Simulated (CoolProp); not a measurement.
Properties of R1336mzz(E) along the isotherm 307.5 K (Tc = 403.5 K, pc = 2779 kPa, ω = 0.413).

Model: reference Helmholtz-energy equation of state, Akasaka 2023, in CoolProp.

```
p (kPa)   phase  density (kg/m³)  cp (kJ/(kg K))  speed of sound (m/s)  Joule-Thomson coefficient (K/MPa)
-------  ------  ---------------  --------------  --------------------  ---------------------------------
18          gas            1.162          0.8277                 128.2                                ___
37          gas            2.404             ___                 127.5                              22.55
76          gas            5.008          0.8369                 125.9                              22.99
156         gas            10.60          0.8515                 122.7                              23.99
321      liquid             1297           1.257                 521.3                            -0.1384
658      liquid             1298           1.255                 525.0                            -0.1439
1350     liquid             1302           1.250                 532.4                            -0.1546
2780     liquid             1309           1.242                 547.2                            -0.1745
5700     liquid             1322           1.228                 575.0                                ___
```

Question: Complete the blanks.

Answer: 
- 18, Joule-Thomson coefficient (K/MPa): 22.34
- 37, cp (kJ/(kg K)): 0.8306
- 5700, Joule-Thomson coefficient (K/MPa): -0.2081
